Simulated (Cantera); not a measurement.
Charge: 1 mol Si, 1.7 mol Cl2, 17 mol H2, at 1500 K and 0.420 bar.

Equilibrium computed with Cantera from the NASA thermochemical tables; the gas is ideal and each condensed phase is pure. Candidate condensed phases: Si; 19 gas species. The tables' values for SiCl3 are old estimates; treat these amounts as uncertain. Rates play no part.

Base state: H2 0.869, HCl 0.0907, SiCl2 0.0304, SiCl3 0.00477, SiCl4 0.00238, SiHCl3 0.00236, SiH2Cl2 0.000373, H 2.53e-5 (mole fractions); condensed: Si(s).

Problem. What changes in the equilibrium state with this change: pressure from 0.420 bar to 0.100 bar?

Solution. 
| species | before | after |
|---|---|---|
| H2 | 0.869 | 0.863 |
| HCl | 0.0907 | 0.0975 |
| SiCl2 | 0.0304 | 0.0354 |
| SiH3Cl | 1.73e-5 | 4.39e-6 |
| SiH2Cl2 | 0.000373 | 0.000103 |
| Si(s), mol | 0.252 | 0.257 |
